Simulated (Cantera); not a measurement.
A perfectly stirred reactor is fed with 12.2 % H2, 19.1 % O2, 68.7 % N2, at 100.0 Torr; it is held at 1225 K, and followed from long to short residence time.

Detailed kinetics in Cantera: the H2/O2 subset of GRI-Mech 3.0, which has no nitrogen chemistry. The temperature is held fixed by assumption; the heat of reaction is taken as removed at once.

One state of this run: x H2 = 0.000371; x O2 = 0.138; x H = 8.96e-5; x O = 0.000344; x HO2 = 5.60e-6; x H2O = 0.129. x: mole fraction; the columns are a selection and need not sum to one.

Task: Which value of τ (s) does it belong to?
A) 0.30
B) 11
C) 1.0
D) 0.027

Result: A, 0.30
